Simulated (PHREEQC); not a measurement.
Make-up at 86 °C: 2.3 mmol/kgw Cu(BF4)2, 2 mmol/kgw ZnSO4 and 12 mmol/kgw Li2SO4. Closed to the air; pH follows from the charge balance.

All values are PHREEQC results (ion-association model, phreeqc.dat), not measurements.

```csv
quantity,before,after
pH,3.37,4.10
ionic strength (mol/kgw),0.0423,0.000580
SO4-2 (mol/kgw),0.0106,0.000134
HF (mol/kgw),0.00612,5.15e-5
F- (mol/kgw),0.00357,0.000132
H3BO3 (mol/kgw),0.00210,4.60e-5
```

Q: Which change was made?
A. Cu(BF4)2 from 0.0023 to 0.00345 mol/kgw
B. 0.0009 mol/kgw HF added
C. diluted 100-fold with water
D. temperature from 86 to 15 °C
E. temperature from 86 to 75 °C

A: C, diluted 100-fold with water

No solid was allowed to form. Away from 25 °C the constants follow the database's enthalpies or fits; those with neither stay at their 25 °C values. Real BF4- forms and hydrolyses slowly; the run takes it at equilibrium.
